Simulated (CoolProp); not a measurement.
Properties of nitrogen along the isobar 2.63 MPa (Tc = 126.2 K, pc = 3.396 MPa, ω = 0.037).

Computed with CoolProp (reference Helmholtz-energy equation of state, Span 2000).

```csv
T (K),phase,Z,cv (kJ/(kg K))
77.4,liquid,0.1409,1.090
94.1,liquid,0.1285,1.007
110.7,liquid,0.1272,0.9609
127.3,gas,0.6727,0.9167
144,gas,0.8079,0.8194
160.6,gas,0.8731,0.7886
177.2,gas,0.9123,0.7735
193.9,gas,0.9383,0.7648
210.5,gas,0.9561,0.7595
227.1,gas,0.9690,0.7559
243.8,gas,0.9785,0.7534
260.4,gas,0.9857,0.7516
```
